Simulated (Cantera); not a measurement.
## Catalytic stagnation flow on Pt

A jet of 2.51 % H2, 7.20 % O2, 90.3 % N2, equivalence ratio 0.17 at 300 K and 22000 Pa hits a platinum plate 2.6 cm away at a mass flux of 0.03 kg/m²/s; the plate temperature is set and raised in steps from an oxygen-covered start.

Cantera simulation using Deutschmann's 1995 Pt surface mechanism with GRI-Mech 3.0 gas chemistry; the numbers are that mechanism's predictions, not measurements. Catalytic surfaces can have several steady states; this one follows from the mechanism file's or the stated starting coverage.

```csv
plate T (K),wall x H2,wall x O2,wall x H2O,wall x OH,θ free Pt,θ O*,θ OH*
500,0.00128,0.0466,0.0465,<1e-8,0.0402,0.934,0.0252
550,0.00128,0.0467,0.0460,<1e-8,0.0426,0.943,0.0144
600,0.00128,0.0468,0.0457,<1e-8,0.0449,0.946,0.00900
650,0.00127,0.0469,0.0454,<1e-8,0.0474,0.947,0.00602
700,0.00121,0.0469,0.0452,<1e-8,0.0523,0.943,0.00435
750,0.000999,0.0467,0.0454,<1e-8,0.0664,0.930,0.00354
800,0.000719,0.0465,0.0457,<1e-8,0.0969,0.900,0.00317
850,0.000515,0.0463,0.0459,<1e-8,0.143,0.854,0.00292
```
x: mole fraction at the wall; θ: surface coverage.
